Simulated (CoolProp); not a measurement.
Saturated liquid density (kg/m³) of R141b: the reference equation beside estimates from Tc = 477.5 K, pc = 4.212 MPa, ω = 0.220. Rackett uses Z = 0.29056 − 0.08775 ω.

The numbers come from the reference Helmholtz-energy equation of state, Lemmon 2006 in CoolProp. It is a short technical equation, of lower accuracy than the large ones.

```json
[
 {"T (K)": "217.6", "reference": "1382", "Rackett": "1369", "Redlich-Kwong": "1240", "Soave-Redlich-Kwong": "1255", "Peng-Robinson": "1410"},
 {"T (K)": "229.6", "reference": "1360", "Rackett": "1349", "Redlich-Kwong": "1222", "Soave-Redlich-Kwong": "1240", "Peng-Robinson": "1394"},
 {"T (K)": "241.6", "reference": "1339", "Rackett": "1329", "Redlich-Kwong": "1203", "Soave-Redlich-Kwong": "1223", "Peng-Robinson": "1377"},
 {"T (K)": "253.6", "reference": "1317", "Rackett": "1308", "Redlich-Kwong": "(withheld)", "Soave-Redlich-Kwong": "1206", "Peng-Robinson": "1358"},
 {"T (K)": "265.6", "reference": "1295", "Rackett": "1286", "Redlich-Kwong": "1163", "Soave-Redlich-Kwong": "1188", "Peng-Robinson": "1339"},
 {"T (K)": "277.6", "reference": "1273", "Rackett": "(withheld)", "Redlich-Kwong": "1142", "Soave-Redlich-Kwong": "1169", "Peng-Robinson": "1318"},
 {"T (K)": "289.6", "reference": "1250", "Rackett": "1242", "Redlich-Kwong": "1120", "Soave-Redlich-Kwong": "1148", "Peng-Robinson": "1297"},
 {"T (K)": "301.6", "reference": "1227", "Rackett": "1219", "Redlich-Kwong": "1096", "Soave-Redlich-Kwong": "1127", "Peng-Robinson": "1273"},
 {"T (K)": "313.6", "reference": "1203", "Rackett": "1196", "Redlich-Kwong": "1072", "Soave-Redlich-Kwong": "1104", "Peng-Robinson": "1249"},
 {"T (K)": "325.5", "reference": "1179", "Rackett": "1171", "Redlich-Kwong": "1046", "Soave-Redlich-Kwong": "1080", "Peng-Robinson": "1222"},
 {"T (K)": "337.5", "reference": "1154", "Rackett": "1146", "Redlich-Kwong": "1019", "Soave-Redlich-Kwong": "1054", "Peng-Robinson": "1194"},
 {"T (K)": "349.5", "reference": "(withheld)", "Rackett": "1120", "Redlich-Kwong": "990.4", "Soave-Redlich-Kwong": "1027", "Peng-Robinson": "1164"},
 {"T (K)": "361.5", "reference": "1100", "Rackett": "1092", "Redlich-Kwong": "960.0", "Soave-Redlich-Kwong": "997.2", "Peng-Robinson": "1131"},
 {"T (K)": "373.5", "reference": "1072", "Rackett": "1063", "Redlich-Kwong": "927.7", "Soave-Redlich-Kwong": "965.4", "Peng-Robinson": "1095"}
]
```

### Question
Some entries are withheld; supply them.

### Answer

- 253.6, Redlich-Kwong: 1184
- 277.6, Rackett: 1265
- 349.5, reference: 1128

Absolute difference from the reference over all 14 rows, mean and median: Rackett 0.7 and 0.7 %, Redlich-Kwong 11.0 and 10.5 %, Soave-Redlich-Kwong 8.7 and 8.5 %, Peng-Robinson 3.1 and 3.3 %.
